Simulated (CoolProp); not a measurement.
Aqueous magnesium chloride as a coolant, 24 % by mass, freezing at -44.4 °C, 1 atm.

Computed with CoolProp (Melinder's fits for secondary coolants).

```json
[
 {"T (°C)": "-34.5", "cp (kJ/(kg K))": "…", "density (kg/m³)": "1239", "viscosity (mPa s)": "96.3", "conductivity (W/(m K))": "0.432"},
 {"T (°C)": "-25.5", "cp (kJ/(kg K))": "2.827", "density (kg/m³)": "1238", "viscosity (mPa s)": "58.7", "conductivity (W/(m K))": "…"},
 {"T (°C)": "-16.4", "cp (kJ/(kg K))": "2.846", "density (kg/m³)": "…", "viscosity (mPa s)": "35.8", "conductivity (W/(m K))": "0.466"},
 {"T (°C)": "-7.4", "cp (kJ/(kg K))": "2.866", "density (kg/m³)": "1232", "viscosity (mPa s)": "22.3", "conductivity (W/(m K))": "0.483"},
 {"T (°C)": "1.6", "cp (kJ/(kg K))": "2.886", "density (kg/m³)": "1227", "viscosity (mPa s)": "14.4", "conductivity (W/(m K))": "…"},
 {"T (°C)": "10.7", "cp (kJ/(kg K))": "2.907", "density (kg/m³)": "…", "viscosity (mPa s)": "…", "conductivity (W/(m K))": "0.517"},
 {"T (°C)": "19.7", "cp (kJ/(kg K))": "2.925", "density (kg/m³)": "1217", "viscosity (mPa s)": "6.77", "conductivity (W/(m K))": "0.533"},
 {"T (°C)": "28.7", "cp (kJ/(kg K))": "2.941", "density (kg/m³)": "1212", "viscosity (mPa s)": "5.10", "conductivity (W/(m K))": "0.549"},
 {"T (°C)": "37.8", "cp (kJ/(kg K))": "2.953", "density (kg/m³)": "1208", "viscosity (mPa s)": "…", "conductivity (W/(m K))": "0.565"}
]
```

Question: Some entries are withheld; supply them.

Answer: 
- -34.5, cp (kJ/(kg K)): 2.811
- -25.5, conductivity (W/(m K)): 0.448
- -16.4, density (kg/m³): 1236
- 1.6, conductivity (W/(m K)): 0.500
- 10.7, density (kg/m³): 1222
- 10.7, viscosity (mPa s): 9.58
- 37.8, viscosity (mPa s): 4.13
